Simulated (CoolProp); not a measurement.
Values from CoolProp's reference Helmholtz-energy equation of state, Setzmann 1991.

Task: Give the vapour pressure (MPa), liquid cp (kJ/(kg K)), liquid conductivity (mW/(m K)) of saturated methane at 140.4 K.

Result: 
```
T (K)  p (MPa)  liquid cp (kJ/(kg K))  liquid conductivity (mW/(m K))
-----  -------  ---------------------  ------------------------------
140.4    0.655                   3.82                             143
```

Thermal conductivity comes from a separate model (Friend 1989).
